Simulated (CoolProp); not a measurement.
Acetone along the isotherm 538.5 K: density (kg/m³) from the reference equation and from simpler models built on Tc = 508.1 K, pc = 46.92 bar, ω = 0.307; each cubic takes its own stable root.

Model: reference Helmholtz-energy equation of state, Lemmon 2006, in CoolProp. It is a short technical equation, of lower accuracy than the large ones.

| p (bar) | phase | reference |
|---|---|---|
| 1.96 | gas | 2.577 |
| 3.91 | gas | 5.213 |
| 5.87 | gas | 7.939 |
| 7.82 | gas | 10.73 |
| 9.78 | gas | 13.63 |
| 11.7 | gas | 16.55 |
| 13.7 | gas | 19.69 |
| 15.6 | gas | 22.78 |
| 17.6 | gas | 26.15 |
| 19.6 | gas | 29.64 |
| 21.5 | gas | 33.09 |
| 23.5 | gas | 36.86 |

Task: How far does each simpler model (Redlich-Kwong, Soave-Redlich-Kwong, Peng-Robinson) lie from the reference over these 12 states: mean and median of the absolute difference, and the worst?

Result: 
- Redlich-Kwong: mean 0.9 %, median 0.9 %, worst -1.7 % at 538.5 K and 23.5 bar
- Soave-Redlich-Kwong: mean 1.3 %, median 1.3 %, worst -2.5 % at 538.5 K and 23.5 bar
- Peng-Robinson: mean 0.3 %, median 0.2 %, worst -0.5 % at 538.5 K and 23.5 bar
